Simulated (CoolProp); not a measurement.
Toluene along the isobar 24.8 bar: Z from the reference equation and from simpler models built on Tc = 591.7 K, pc = 41.26 bar, ω = 0.266; each cubic takes its own stable root.

The numbers come from the reference Helmholtz-energy equation of state, Lemmon 2006 in CoolProp. It is a short technical equation, of lower accuracy than the large ones.

| T (K) | phase | reference | van der Waals | Redlich-Kwong | Soave-Redlich-Kwong | Peng-Robinson |
|---|---|---|---|---|---|---|
| 454.2 | liquid | 0.08575 | 0.1436 | 0.1009 | 0.09654 | 0.08525 |
| 469.3 | liquid | 0.08525 | 0.1430 | 0.1011 | 0.09652 | 0.08520 |
| 484.3 | liquid | 0.08508 | 0.1431 | 0.1019 | 0.09703 | 0.08562 |
| 499.4 | liquid | 0.08529 | 0.1442 | 0.1033 | 0.09819 | 0.08664 |
| 514.5 | liquid | 0.08600 | 0.1467 | 0.1057 | 0.1002 | 0.08847 |
| 529.6 | liquid | 0.08744 | 0.6714 | 0.1097 | 0.1036 | 0.09153 |
| 544.6 | liquid | 0.09009 | 0.7072 | 0.6459 | 0.1094 | 0.09673 |
| 559.7 | gas | 0.6415 | 0.7358 | 0.6906 | 0.6768 | 0.6546 |
| 574.8 | gas | 0.6929 | 0.7596 | 0.7250 | 0.7191 | 0.6975 |
| 589.9 | gas | 0.7310 | 0.7798 | 0.7530 | 0.7524 | 0.7314 |
| 604.9 | gas | 0.7612 | 0.7972 | 0.7762 | 0.7796 | 0.7592 |
| 620 | gas | 0.7862 | 0.8125 | 0.7963 | 0.8028 | 0.7829 |

At some of these states van der Waals, Redlich-Kwong gives the other phase, because its saturation line lies elsewhere.
